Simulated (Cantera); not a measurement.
# Hydrocarbon pyrolysis for carbon deposition

An isothermal, constant-pressure homogeneous reactor starts with 23.8 % CH4, 76.2 % N2, at 1625 K and 39.0 Pa.

Detailed kinetics in Cantera: GRI-Mech 3.0 (53 species, 325 reactions). GRI-Mech 3.0 stops at C3 and has no aromatics, soot or wall deposition, so with more carbon than oxygen in the feed, carbon stays in small species such as C2H2 where larger ones or solid carbon would form. Radical loss at walls, strong at low pressure, is not modelled.

```
t (s)     x CH4     x CH2     x HCN       x H    x C2H2    x C2H6
--------  -----  --------  --------  --------  --------  --------
0.000400  0.238    <1e-12    <1e-12   1.13e-7    <1e-12    <1e-12
0.000913  0.238    <1e-12    <1e-12   1.61e-7    <1e-12    <1e-12
0.00208   0.238    <1e-12    <1e-12   1.78e-7    <1e-12    <1e-12
0.00476   0.238  5.06e-12    <1e-12   1.79e-7    <1e-12    <1e-12
0.0109    0.238  2.34e-11    <1e-12   1.79e-7    <1e-12  9.12e-12
0.0248    0.238  1.10e-10    <1e-12   1.79e-7  9.48e-12  1.13e-10
0.0566    0.238  5.37e-10    <1e-12   1.82e-7  2.94e-10   1.23e-9
0.129     0.238   2.69e-9    <1e-12   1.96e-7   8.58e-9   1.14e-8
0.295     0.238   1.35e-8    <1e-12   2.72e-7   2.45e-7   8.58e-8
0.673     0.237   6.65e-8  3.40e-12   6.96e-7   7.09e-6   5.38e-7
1.54      0.233   3.06e-7  8.55e-11   3.57e-6  0.000213   2.98e-6
3.50      0.203   1.05e-6   5.15e-9   3.03e-5   0.00593   1.30e-5
8.00      0.112   1.29e-6   1.22e-7  0.000142    0.0458   1.32e-5
```
x: mole fraction; the columns are a selection and need not sum to one.

Equilibrium at this temperature and pressure: CH4 3.28e-6, CH2 2.87e-9, HCN 0.0922, H 0.00193, C2H2 0.0499, C2H6 <1e-12 (gas phase only).
